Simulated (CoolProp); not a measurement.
Vapour-liquid equilibrium of ethanol (1) + toluene (2) at 99.75 °C; x and y are mole fractions of (1).

Values from CoolProp's multi-fluid Helmholtz-energy mixture model, Schroeder 2014 and Lemmon 2006; pair parameters Bell 2016.

| x | bubble pressure, mixture model (MPa) | bubble pressure, Raoult's law (MPa) | y, mixture model | y, Raoult's law |
|---|---|---|---|---|
| 0.05 | (withheld) | 0.08111 | 0.372 | 0.137 |
| 0.2 | 0.1788 | 0.1034 | 0.633 | 0.430 |
| 0.35 | (withheld) | 0.1257 | 0.697 | 0.619 |
| 0.5 | 0.2124 | 0.1480 | 0.729 | 0.751 |
| 0.65 | 0.2196 | 0.1703 | (withheld) | 0.849 |
| 0.8 | (withheld) | 0.1925 | (withheld) | 0.923 |
| 0.95 | 0.2248 | 0.2148 | (withheld) | 0.983 |

Problem. What belongs in the gaps?

Solution. 
- 0.05, bubble pressure, mixture model (MPa): 0.1140
- 0.35, bubble pressure, mixture model (MPa): 0.2022
- 0.65, y, mixture model: 0.765
- 0.8, bubble pressure, mixture model (MPa): 0.2251
- 0.8, y, mixture model: 0.826
- 0.95, y, mixture model: 0.942

The largest gap from Raoult's law is +72.9 % in bubble pressure, at x = 0.2. y crosses x between x = 0.8 and 0.95: the model has an azeotrope there.

Pair parameters are fitted to limited data, so mixtures are less certain than the pure fluids. With so large a gap from Raoult's law the liquid may split in two, which this calculation doesn't test in full.
